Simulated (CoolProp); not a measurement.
Properties of n-perfluorobutane at several states (Tc = 386.3 K, pc = 2.322 MPa, ω = 0.372).

Values from CoolProp's reference Helmholtz-energy equation of state, Gao 2022.

```csv
T (K),p (MPa),phase,Z,speed of sound (m/s),isothermal compressibility (1/MPa),expansivity (1/kK),fugacity coefficient
215.6,0.0703,liquid,?,648.8,0.001755,?,?
306.5,0.0228,gas,0.9931,104.9,44.17,3.337,0.9931
172.5,10,liquid,0.8463,?,0.001069,?,2.087e-5
191.1,0.543,liquid,0.04341,722.2,?,?,?
286.1,0.0476,gas,0.9818,100.4,21.41,3.711,0.9821
```

Question: Fill in the missing entries.

Answer: 
- 215.6, Z: 0.005222
- 215.6, expansivity (1/kK): 1.916
- 215.6, fugacity coefficient: 0.07378
- 172.5, speed of sound (m/s): 806.0
- 172.5, expansivity (1/kK): 1.799
- 191.1, isothermal compressibility (1/MPa): 0.001377
- 191.1, expansivity (1/kK): 1.878
- 191.1, fugacity coefficient: 0.001310
